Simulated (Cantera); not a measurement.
N2O furnace oxynitridation

An isothermal, constant-pressure homogeneous reactor starts with N2O : N2 = 1.9 : 4.4 (molar parts), at 1425 K and 1.00 bar.

Detailed kinetics in Cantera: GRI-Mech 3.0 (53 species, 325 reactions). GRI-Mech 3.0 was tuned for natural gas; its chemistry of N2O as a main component is partial and can be far from experiment. The temperature is held fixed by assumption; the heat of reaction is taken as removed at once.

```json
[
 {"t (s)": "0.000400", "x N2O": "0.299", "x NO": "0.000513", "x O": "3.19e-5", "x O2": "0.000969", "x NO2": "7.45e-7", "x N2": "0.700"},
 {"t (s)": "0.00126", "x N2O": "0.293", "x NO": "0.00163", "x O": "3.17e-5", "x O2": "0.00308", "x NO2": "5.71e-6", "x N2": "0.703"},
 {"t (s)": "0.00400", "x N2O": "0.274", "x NO": "0.00493", "x O": "3.11e-5", "x O2": "0.00940", "x NO2": "2.87e-5", "x N2": "0.711"},
 {"t (s)": "0.0126", "x N2O": "0.225", "x NO": "0.0136", "x O": "2.92e-5", "x O2": "0.0264", "x NO2": "9.39e-5", "x N2": "0.735"},
 {"t (s)": "0.0400", "x N2O": "0.127", "x NO": "0.0295", "x O": "2.34e-5", "x O2": "0.0607", "x NO2": "0.000214", "x N2": "0.782"},
 {"t (s)": "0.126", "x N2O": "0.0310", "x NO": "0.0416", "x O": "1.04e-5", "x O2": "0.0965", "x NO2": "0.000300", "x N2": "0.831"},
 {"t (s)": "0.400", "x N2O": "0.00123", "x NO": "0.0430", "x O": "1.08e-6", "x O2": "0.109", "x NO2": "0.000254", "x N2": "0.847"},
 {"t (s)": "1.26", "x N2O": "7.39e-7", "x NO": "0.0430", "x O": "4.62e-7", "x O2": "0.109", "x NO2": "0.000211", "x N2": "0.847"},
 {"t (s)": "4.00", "x N2O": "6.17e-7", "x NO": "0.0430", "x O": "4.62e-7", "x O2": "0.109", "x NO2": "0.000211", "x N2": "0.847"}
]
```
x: mole fraction; the columns are a selection and need not sum to one.

Equilibrium at this temperature and pressure: N2O 4.57e-8, NO 0.000692, O 5.05e-7, O2 0.131, NO2 3.71e-6, N2 0.869 (gas phase only).
